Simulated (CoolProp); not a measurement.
Properties of R1336mzz(Z) along the isobar 0.921 MPa (Tc = 444.5 K, pc = 2.904 MPa, ω = 0.386).

Model: reference Helmholtz-energy equation of state, McLinden 2020, in CoolProp.

| T (K) | phase | density (kg/m³) | expansivity (1/kK) |
|---|---|---|---|
| 279.1 | liquid | 1416 | 1.742 |
| 284.7 | liquid | 1402 | 1.781 |
| 290.3 | liquid | 1388 | 1.823 |
| 295.9 | liquid | 1373 | 1.868 |
| 301.5 | liquid | 1359 | 1.917 |
| 307.1 | liquid | 1344 | 1.971 |
| 312.8 | liquid | 1329 | 2.030 |
| 318.4 | liquid | 1314 | 2.093 |
| 324 | liquid | 1298 | 2.163 |
| 329.6 | liquid | 1282 | 2.240 |
| 335.2 | liquid | 1266 | 2.325 |
| 340.8 | liquid | 1249 | 2.420 |
| 346.4 | liquid | 1232 | 2.527 |
